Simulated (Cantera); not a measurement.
A freely propagating, adiabatic, planar premixed flame of H₂ : O₂ : N₂ = 1 : 0.714 : 2.69 (molar parts), equivalence ratio 0.70, unburnt at 673 K and 0.133 bar; mixture-averaged transport, grid criteria slope 0.08 and curve 0.16, no radiation.

Cantera simulation using the H2/O2 subset of GRI-Mech 3.0, which has no nitrogen chemistry; the numbers are that mechanism's predictions, not measurements. Burning velocities carry a grid error of a few per cent, more on coarse grids.

Question: Predict: laminar burning velocity; thermal thickness; peak x(OH); peak x(H); peak x(H₂O₂).

Answer: 
```json
{
  "laminar_burning_velocity": "646 cm/s",
  "thermal_thickness": "7.12 mm",
  "peak x(OH)": "0.0168",
  "peak x(H)": "0.0631",
  "peak x(H₂O₂)": "1.11e-6"
}
```
